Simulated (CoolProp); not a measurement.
Vapour pressure (bar) of R22: the reference equation beside estimates from Tc = 369.3 K, pc = 49.90 bar, ω = 0.221. Clausius-Clapeyron is anchored at 302.7 K with a constant enthalpy of vaporisation of 15.40 kJ/mol.

Values from CoolProp's reference Helmholtz-energy equation of state, Kamei 1995.

```
T (K)  reference  Lee-Kesler  Clausius-Clapeyron  van der Waals  Redlich-Kwong  Soave-Redlich-Kwong  Peng-Robinson
-----  ---------  ----------  ------------------  -------------  -------------  -------------------  -------------
284.8      7.154       7.182               8.019            [?]          9.399                7.200          7.122
289.3      8.159       8.191               8.872          17.35          10.55                8.220          8.125
293.8      9.267       9.301               9.787          18.64          11.80                9.345          9.232
298.2      10.45         [?]               10.74          19.97          13.11                10.55          10.42
302.7      11.78       11.82               11.78          21.38          14.55                11.90          11.75
307.2        [?]       13.26               12.88          22.86          16.10                13.37          13.20
311.6      14.76         [?]               14.03          24.36          17.71                14.94          14.75
316.1      16.47       16.50                 [?]          25.96          19.48                  [?]            [?]
320.6      18.32       18.34               16.58          27.63          21.36                18.55          18.32
325        20.26       20.28               17.93          29.32          23.31                20.53          20.29
```

**Question.** Complete the blanks.

**Answer.** 
- 284.8, van der Waals: 16.11
- 298.2, Lee-Kesler: 10.49
- 307.2, reference: 13.23
- 311.6, Lee-Kesler: 14.80
- 316.1, Clausius-Clapeyron: 15.27
- 316.1, Soave-Redlich-Kwong: 16.67
- 316.1, Peng-Robinson: 16.46

Absolute difference from the reference over all 10 rows, mean and median: Lee-Kesler 0.3 and 0.3 %, Clausius-Clapeyron 6.5 and 6.4 %, van der Waals 80.3 and 77.1 %, Redlich-Kwong 22.9 and 22.6 %, Soave-Redlich-Kwong 1.0 and 1.0 %, Peng-Robinson 0.2 and 0.2 %.
